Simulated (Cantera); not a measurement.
**SiHCl3 + NH3 + N2 (silicon nitride deposition)**

Charge: 1 mol SiHCl3, 0.12 mol NH3, 2.5 mol N2, at 13.3 mbar.

Method: chemical equilibrium by Gibbs-energy minimisation in Cantera with the NASA 1993 tables (ideal gas, pure condensed phases). Candidate condensed phases: NH4Cl, Si, Si3N4; 28 gas species. The tables' values for SiCl3, SiCl, SiN are old estimates; treat these amounts as uncertain. Equilibrium is a limit: real reactors are often held back by kinetics, nucleation or transport.

From 1848 K to 2148 K nothing is condensed. The main Si-bearing gas is SiCl2 throughout.

| T (K) | x N2 | x SiCl2 | x HCl | x H2 | x Cl | x SiCl3 | x H | x SiCl |
|---|---|---|---|---|---|---|---|---|
| 1848 | 0.542 | 0.202 | 0.198 | 0.0442 | 0.00329 | 0.00903 | 0.000965 | 0.000263 |
| 1898 | 0.540 | 0.203 | 0.199 | 0.0436 | 0.00486 | 0.00748 | 0.00141 | 0.000417 |
| 1948 | 0.539 | 0.203 | 0.198 | 0.0432 | 0.00698 | 0.00620 | 0.00203 | 0.000648 |
| 1998 | 0.538 | 0.203 | 0.196 | 0.0432 | 0.00979 | 0.00514 | 0.00289 | 0.000991 |
| 2048 | 0.536 | 0.203 | 0.194 | 0.0432 | 0.0134 | 0.00426 | 0.00403 | 0.00149 |
| 2098 | 0.534 | 0.201 | 0.191 | 0.0433 | 0.0180 | 0.00354 | 0.00555 | 0.00219 |
| 2148 | 0.530 | 0.199 | 0.188 | 0.0433 | 0.0238 | 0.00294 | 0.00751 | 0.00316 |
x: gas mole fraction; nothing condenses.
